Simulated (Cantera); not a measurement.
What does this Cantera script print?

```python
import numpy as np
import cantera as ct

gas = ct.Solution("gri30.yaml", transport_model="mixture-averaged")
show = ['H2', 'O', 'N2']

rows = []
print(f"{'T/K':>7s}{'rho':>11s}{'cp':>10s}{'mu':>11s}{'lambda':>11s}{'Pr':>7s}" + "".join(f"{'D_' + s:>11s}" for s in show))
for T in [400, 500, 600, 700, 800, 900, 1000, 1100]:
    gas.TPX = T, 50, {'CO2': 0.73, 'N2': 0.98}
    Pr = gas.cp_mass * gas.viscosity / gas.thermal_conductivity
    D = [gas.mix_diff_coeffs_mole[gas.species_index(s)] for s in show]
    rows.append([gas.density, gas.cp_mass, gas.viscosity, gas.thermal_conductivity, Pr, *D])
    print(f"{T:7g}{gas.density:11.4e}{gas.cp_mass:10.1f}{gas.viscosity:11.4e}"
          f"{gas.thermal_conductivity:11.4e}{Pr:7.3f}" + "".join(f"{d:11.4e}" for d in D))
print("SI units: kg/m3, J/kg/K, Pa s, W/m/K, m2/s")
```

It prints:

```
    T/K        rho        cp         mu     lambda     Pr       D_H2        D_O       D_N2
    400 5.2382e-04     988.0 2.1103e-05 2.9360e-02  0.710 2.4066e-01 9.7553e-02 5.3992e-02
    500 4.1906e-04    1034.2 2.5153e-05 3.6447e-02  0.714 3.5131e-01 1.4354e-01 8.0212e-02
    600 3.4921e-04    1075.1 2.8850e-05 4.3341e-02  0.716 4.7743e-01 1.9604e-01 1.1024e-01
    700 2.9933e-04    1112.3 3.2279e-05 5.0023e-02  0.718 6.1802e-01 2.5461e-01 1.4379e-01
    800 2.6191e-04    1146.5 3.5496e-05 5.6495e-02  0.720 7.7232e-01 3.1890e-01 1.8065e-01
    900 2.3281e-04    1177.6 3.8540e-05 6.2764e-02  0.723 9.3970e-01 3.8866e-01 2.2067e-01
   1000 2.0953e-04    1204.4 4.1440e-05 6.8840e-02  0.725 1.1196e+00 4.6364e-01 2.6369e-01
   1100 1.9048e-04    1225.6 4.4218e-05 7.4733e-02  0.725 1.3117e+00 5.4367e-01 3.0960e-01
SI units: kg/m3, J/kg/K, Pa s, W/m/K, m2/s
```

Detailed kinetics in Cantera: GRI-Mech 3.0 (53 species, 325 reactions).
